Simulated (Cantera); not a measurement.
What does this Cantera script print?

```python
import numpy as np
import cantera as ct

gas_names = """
    CL O
""".split()
cond_names = """
    Li2O(s) Li2O(L) LiCL(s) LiCL(L)
""".split()


# ... load() reads the species with a 1 bar reference pressure and builds the phases ...
species = {s.name: s for s in load("nasa_gas.yaml", gas_names) + load("nasa_condensed.yaml", cond_names)}
# Each term lists the table entries of one substance; the one whose range holds T is used.
reactions = {
    'Li2O + 2 Cl(g) = 2 LiCl + O(g)':
        [(-1, ['Li2O(s)', 'Li2O(L)']), (-2, ['CL']), (2, ['LiCL(s)', 'LiCL(L)']), (1, ['O'])],
}


def pick(names, T):
    return next(species[n] for n in names if species[n].thermo.min_temp <= T <= species[n].thermo.max_temp)


results = []
for label, terms in reactions.items():
    print(label)
    print("     T/K   dH/kJ  dS/(J/K)   dG/kJ   log10 K")
    for T in [725, 750, 775, 800, 825]:
        used = [(nu, pick(names, T)) for nu, names in terms]
        dH = sum(nu * s.thermo.h(T) for nu, s in used) / 1e6
        dS = sum(nu * s.thermo.s(T) for nu, s in used) / 1e3
        dG = dH - T * dS / 1e3
        logK = -dG * 1e6 / (ct.gas_constant * T * np.log(10))
        results.append((label, T, dH, dS, dG, logK, [s.name for _, s in used]))
        print(f"{T:8g} {dH:8.1f} {dS:8.1f} {dG:8.1f} {logK:8.2f}")
```

Result:

```
Li2O + 2 Cl(g) = 2 LiCl + O(g)
     T/K   dH/kJ  dS/(J/K)   dG/kJ   log10 K
     725   -205.2    -75.7   -150.3    10.83
     750   -204.8    -75.2   -148.4    10.34
     775   -204.5    -74.7   -146.6     9.88
     800   -204.1    -74.2   -144.7     9.45
     825   -203.7    -73.8   -142.9     9.04
```

Standard-state values (1 bar) from the NASA 1993 polynomials, evaluated with Cantera. Condensed species are held in their standard states even where they would react or evaporate.
